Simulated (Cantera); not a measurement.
Feed: 1 mol MgO, 0.0073 mol C, 1.3 mol H2, held at 2948 K and 1 atm.

These are equilibrium values from Cantera (NASA tables, ideal gas, pure condensed phases), not measurements of a reactor. Candidate condensed phases: C, C6H6, C7H8, C8H18, H2O, Mg, MgCO3, MgO, Mg(OH)2; 116 gas species. The tables' values for MgH are old estimates; treat these amounts as uncertain. Kinetics and transport are ignored.

Base state: H2 0.408, Mg 0.239, H2O 0.219, H 0.0852, MgOH 0.0169, OH 0.0146, MgO 0.00572, CO 0.00361 (mole fractions); condensed: MgO(s).

**Question.** What changes in the equilibrium state with this change: C from 0.0073 to 0.027 mol?

**Answer.** 
| species | before | after |
|---|---|---|
| H2 | 0.408 | 0.402 |
| Mg | 0.239 | 0.242 |
| H2O | 0.219 | 0.213 |
| CO | 0.00361 | 0.0131 |
| OH | 0.0146 | 0.0143 |
| MgOH | 0.0169 | 0.0168 |
| H | 0.0852 | 0.0846 |
| CO2 | 0.000265 | 0.000949 |
| O2 | 0.000401 | 0.000388 |
| Mg(OH)2 | 0.00139 | 0.00135 |
| O | 0.00188 | 0.00185 |
| MgO(s), mol | 0.498 | 0.481 |

**Question.** What changes in the equilibrium state with this change: temperature from 2948 K to 2600 K?

**Answer.** 
| species | before | after |
|---|---|---|
| H2 | 0.408 | 0.777 |
| Mg | 0.239 | 0.0917 |
| H2O | 0.219 | 0.0873 |
| OH | 0.0146 | 0.000873 |
| MgOH | 0.0169 | 0.00257 |
| H | 0.0852 | 0.0336 |
| O2 | 0.000401 | 1.12e-6 |
| O | 0.00188 | 2.45e-5 |
| MgO(s), mol | 0.498 | 0.858 |
